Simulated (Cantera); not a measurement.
Input: 1 mol Si3N4, 0.34 mol O2, a varied amount of H2, at 1477 °C and 1.33 mbar.

These are equilibrium values from Cantera (NASA tables, ideal gas, pure condensed phases), not measurements of a reactor. Candidate condensed phases: H2O, Si, SiO2, Si2N2O, Si3N4; 35 gas species. Gases not in the tables: Si2H6 and higher silanes. The numbers say what is thermodynamically allowed, not how fast it happens.

x: gas mole fraction; n: condensed amount in mol.

```json
[
 {"n(H2) (mol)": "52", "x H2": "0.944", "x N2": "0.0364", "x SiO": "0.0124", "x H": "0.00619", "n Si(l)": "2.25"},
 {"n(H2) (mol)": "66", "x H2": "0.954", "x N2": "0.0290", "x SiO": "0.00986", "x H": "0.00622", "n Si(l)": "2.24"},
 {"n(H2) (mol)": "83", "x H2": "0.961", "x N2": "0.0232", "x SiO": "0.00790", "x H": "0.00625", "n Si(l)": "2.21"},
 {"n(H2) (mol)": "100", "x H2": "0.967", "x N2": "0.0194", "x SiO": "0.00659", "x H": "0.00626", "n Si(l)": "2.19"},
 {"n(H2) (mol)": "130", "x H2": "0.972", "x N2": "0.0150", "x SiO": "0.00510", "x H": "0.00628", "n Si(l)": "2.16"},
 {"n(H2) (mol)": "160", "x H2": "0.976", "x N2": "0.0122", "x SiO": "0.00416", "x H": "0.00629", "n Si(l)": "2.12"},
 {"n(H2) (mol)": "210", "x H2": "0.980", "x N2": "[?]", "x SiO": "[?]", "x H": "0.00631", "n Si(l)": "2.06"},
 {"n(H2) (mol)": "260", "x H2": "0.982", "x N2": "0.00758", "x SiO": "0.00258", "x H": "0.00631", "n Si(l)": "2.00"},
 {"n(H2) (mol)": "330", "x H2": "0.984", "x N2": "0.00598", "x SiO": "0.00204", "x H": "0.00632", "n Si(l)": "1.91"},
 {"n(H2) (mol)": "410", "x H2": "0.986", "x N2": "[?]", "x SiO": "[?]", "x H": "0.00632", "n Si(l)": "1.81"},
 {"n(H2) (mol)": "510", "x H2": "0.987", "x N2": "0.00388", "x SiO": "0.00132", "x H": "0.00633", "n Si(l)": "1.69"},
 {"n(H2) (mol)": "650", "x H2": "0.988", "x N2": "0.00305", "x SiO": "0.00104", "x H": "0.00633", "n Si(l)": "1.52"}
]
```

**Question.** What belongs in the gaps?

**Answer.** 
- 410, x N2: 0.00482
- 410, x SiO: 0.00164
- 210, x N2: 0.00936
- 210, x SiO: 0.00318
